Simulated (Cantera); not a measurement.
Charge: 1 mol MgO, 2.9 mol CH₄, 0.17 mol CO, 0.012 mol H₂S, held at 17.0 Pa.

Method: chemical equilibrium by Gibbs-energy minimisation in Cantera with the NASA 1993 tables (ideal gas, pure condensed phases). Candidate condensed phases: C, C₆H₆, C₇H₈, C₈H₁₈, H₂O, H₂SO₄, Mg, MgCO₃, MgO, Mg(OH)₂, MgS, MgSO₄, S; 130 gas species. Mutual solubility and eutectic melting of coexisting phases are not modelled. The tables' values for MgH are old estimates; treat these amounts as uncertain. Equilibrium is a limit: real reactors are often held back by kinetics, nucleation or transport.

x: gas mole fraction; n: condensed amount in mol.

| T (°C) | x H₂ | x CO | x Mg | x H | n C(graphite) | n MgO(s) | n MgS(s) |
|---|---|---|---|---|---|---|---|
| 677 | 0.970 | 0.0302 | 1.63e-10 | 4.20e-8 | 2.89 | 0.989 | 0.0112 |
| 752 | 0.970 | 0.0303 | 5.53e-8 | 3.29e-7 | 2.89 | 0.988 | 0.0118 |
| 827 | 0.970 | 0.0304 | 8.41e-6 | 1.95e-6 | 2.89 | 0.988 | 0.0120 |
| 902 | 0.968 | 0.0310 | 0.000654 | 9.25e-6 | 2.88 | 0.984 | 0.0120 |
| 977 | 0.932 | ___ | ___ | ___ | 2.77 | ___ | 0.0120 |
| 1052 | 0.729 | 0.147 | 0.124 | ___ | 1.90 | 0 | 0.0120 |
| 1127 | 0.729 | 0.147 | 0.124 | 0.000318 | 1.90 | 0 | 0.0117 |
| 1202 | 0.728 | 0.147 | 0.124 | 0.000849 | 1.90 | 0 | 0.00739 |

Problem. Some entries are withheld; supply them.

Solution. 
- 977, x CO: 0.0486
- 977, x Mg: 0.0194
- 977, x H: 3.58e-5
- 977, n MgO(s): 0.867
- 1052, x H: 0.000107
